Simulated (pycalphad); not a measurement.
Source of the numbers: pycalphad with the COST 507 light-alloy database (1999); pressure 1 atm. These are 1990s assessments: newer ones move some temperatures and phases. Diffusion is slow at the low end, where real alloys seldom reach equilibrium.

Molar enthalpy of Si-8.78V (at.%) in equilibrium (SER reference):

| T (K) | H (kJ/mol) | phases |
|---|---|---|
| 2600 | 99.48 | LIQUID |
| 2480 | 96.00 | LIQUID |
| 2360 | 92.52 | LIQUID |
| 2240 | 89.05 | LIQUID |
| 2120 | 85.57 | LIQUID |
| 2000 | 82.13 | LIQUID |
| 1880 | 78.70 | LIQUID |
| 1840 | 77.57 | LIQUID |
| 1800 | 76.44 | LIQUID |
| 1760 | 71.97 | LIQUID + SI2V |
| 1640 | 24.54 | DIAMOND_A4 + SI2V |
| 1600 | 23.36 | DIAMOND_A4 + SI2V |
| 1520 | 21.03 | DIAMOND_A4 + SI2V |
| 1400 | 17.59 | DIAMOND_A4 + SI2V |
| 1280 | 14.21 | DIAMOND_A4 + SI2V |
| 1160 | 10.90 | DIAMOND_A4 + SI2V |
| 1040 | 7.65 | DIAMOND_A4 + SI2V |
| 920 | 4.47 | DIAMOND_A4 + SI2V |
| 800 | 1.36 | DIAMOND_A4 + SI2V |
| 680 | -1.67 | DIAMOND_A4 + SI2V |
| 560 | -4.61 | DIAMOND_A4 + SI2V |

Cooling from 1800 K to 1640 K, across the freezing range, releases 51.9 kJ/mol, or 1720 J/g. The slope is 28 J/(mol K) in the liquid and 29 J/(mol K) just below the solidus, where it includes any heat of precipitation. Liquidus 1789 K, solidus 1675 K. Changes were sought between steps of 40 K, so a narrower field can be missed.

Database names, with the compositions (at.%) that they take in these runs: SI2V: Si 67 V 33. DIAMOND_A4 is diamond (Si).
